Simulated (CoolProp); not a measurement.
Vapour-liquid equilibrium of propylene (1) + n-heptane (2) at 57.75 °C; x and y are mole fractions of (1).

The numbers come from the multi-fluid Helmholtz-energy mixture model, Lemmon 2013 and Span 2003; pair parameters Bell 2016 in CoolProp.

**Question.** Give the bubble pressure and the first vapour's composition at x = 0.2, 0.275, 0.875. Is there an azeotrope?

**Answer.** x = 0.2: 4.584 bar, y = 0.947; x = 0.275: 6.433 bar, y = 0.963; x = 0.875: 20.25 bar, y = 0.994. No azeotrope shows between x = 0.05 and 0.95.

Pair parameters are fitted to limited data, so mixtures are less certain than the pure fluids.
